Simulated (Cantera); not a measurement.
Reactions in the system Ba-H-O

Cantera with NASA thermochemical tables; ideal gases at 1 bar, condensed phases pure. Values are per mole of reaction as written; species without (g) are pure solids or liquids, kept so even where they would boil at 1 bar.

H2O2(g) + 2 BaO + 2 H(g) = 2 Ba(OH)2

```json
[
 {"T (K)": "800", "ΔH° (kJ)": "-1038.6", "ΔS° (J/K)": "-301.1", "ΔG° (kJ)": "-797.8", "log10 K": "52.09"},
 {"T (K)": "950", "ΔH° (kJ)": "-1028.4", "ΔS° (J/K)": "-289.3", "ΔG° (kJ)": "-753.5", "log10 K": "41.43"},
 {"T (K)": "1100", "ΔH° (kJ)": "-1018.9", "ΔS° (J/K)": "-280.1", "ΔG° (kJ)": "-710.8", "log10 K": "33.75"},
 {"T (K)": "1250", "ΔH° (kJ)": "-1010.2", "ΔS° (J/K)": "-272.6", "ΔG° (kJ)": "-669.4", "log10 K": "27.97"},
 {"T (K)": "1400", "ΔH° (kJ)": "-1002.1", "ΔS° (J/K)": "-266.5", "ΔG° (kJ)": "-629.0", "log10 K": "23.47"},
 {"T (K)": "1550", "ΔH° (kJ)": "-994.6", "ΔS° (J/K)": "-261.4", "ΔG° (kJ)": "-589.4", "log10 K": "19.86"}
]
```

BaO + H2(g) = H2O(g) + Ba

| T (K) | ΔH° (kJ) | ΔS° (J/K) | ΔG° (kJ) | log10 K | condensed phases |
|---|---|---|---|---|---|
| 800 | 299.7 | 35.0 | 271.7 | -17.74 | BaO(s), Ba(s) |
| 950 | 298.4 | 33.5 | 266.6 | -14.66 | BaO(s), Ba(s) |
| 1100 | 305.3 | 40.5 | 260.8 | -12.38 | BaO(s), Ba(l) |
| 1250 | 304.5 | 39.7 | 254.8 | -10.65 | BaO(s), Ba(l) |
| 1400 | 303.6 | 39.1 | 248.9 | -9.29 | BaO(s), Ba(l) |
| 1550 | 302.7 | 38.5 | 243.1 | -8.19 | BaO(s), Ba(l) |

6 H(g) + 3 BaO + O3(g) = 3 Ba(OH)2

```json
[
 {"T (K)": "800", "ΔH° (kJ)": "-2575.0", "ΔS° (J/K)": "-716.9", "ΔG° (kJ)": "-2001.5", "log10 K": "130.68"},
 {"T (K)": "950", "ΔH° (kJ)": "-2563.7", "ΔS° (J/K)": "-703.9", "ΔG° (kJ)": "-1895.0", "log10 K": "104.19"},
 {"T (K)": "1100", "ΔH° (kJ)": "-2553.1", "ΔS° (J/K)": "-693.6", "ΔG° (kJ)": "-1790.2", "log10 K": "85.01"},
 {"T (K)": "1250", "ΔH° (kJ)": "-2543.1", "ΔS° (J/K)": "-685.0", "ΔG° (kJ)": "-1686.8", "log10 K": "70.49"},
 {"T (K)": "1400", "ΔH° (kJ)": "-2533.7", "ΔS° (J/K)": "-677.9", "ΔG° (kJ)": "-1584.7", "log10 K": "59.12"},
 {"T (K)": "1550", "ΔH° (kJ)": "-2525.0", "ΔS° (J/K)": "-672.0", "ΔG° (kJ)": "-1483.4", "log10 K": "49.99"}
]
```
